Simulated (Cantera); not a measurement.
Feed: 1 mol CH₃F, 0.86 mol HCl.

Method: chemical equilibrium by Gibbs-energy minimisation in Cantera with the NASA 1993 tables (ideal gas, pure condensed phases). Candidate condensed phases: C, C₆H₆, C₇H₈, C₈H₁₈; 118 gas species. The numbers say what is thermodynamically allowed, not how fast it happens.

Stable condensed phases, one row left out:

```
T in K \ P in Pa
              1    6.8     46    320   2200  15000 100000
   2800       A      A      A      B      B      B      B
   2700       A      A      B      B      B      B      B
   2600       A      B      B      B      B      B      B
   2400       B      B      B      B      B      B      B
   2300       B      B      B      B      B      B      B
   2200       B      B      B      B      B      B      B
   2100       B      B      B      B      B      B      B
   2000       B      B      B      B      B      B      B
   1900       B      B      B      B      B      B      B
   1800       B      B      B      B      B      B      B
   1700       B      B      B      B      B      B      B
   1600       B      B      B      B      B      B      B
```

A: gas only; B: C.

Problem. Give the row for 2500 K.

Solution. 1: C; 6.8: C; 46: C; 320: C; 2200: C; 15000: C; 100000: C.
